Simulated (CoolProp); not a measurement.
A single-stage vapour-compression cycle with R152A: evaporating at 212.15 K (dew point), condensing at 241.15 K (bubble point), superheat 8 K, subcooling 5 K, compressor efficiency 0.9, no pressure losses. Each further row changes one setting.

The numbers come from the reference Helmholtz-energy equation of state, Outcalt 1996 in CoolProp. It is a modified Benedict-Webb-Rubin equation, recast in Helmholtz form.

```tsv
case	cooling COP	pressure ratio	discharge temperature (K)	refrigerating effect (kJ/kg)	volumetric capacity (kJ/m³)
as stated	6.00	4.99	281.9	330	169
evaporating temperature 217.15 K	7.56	3.65	(withheld)	334	229
condensing temperature 236.15 K	(withheld)	(withheld)	272.1	338	173
subcooling 10 K	6.14	4.99	281.9	338	173
superheat 18 K	5.90	4.99	(withheld)	338	166
compressor efficiency 0.8	5.33	4.99	288.6	330	169
```

Task: What belongs in the gaps?

Result: 
- evaporating temperature 217.15 K, discharge temperature (K): 275.0
- condensing temperature 236.15 K, cooling COP: 7.37
- condensing temperature 236.15 K, pressure ratio: 3.91
- superheat 18 K, discharge temperature (K): 292.7
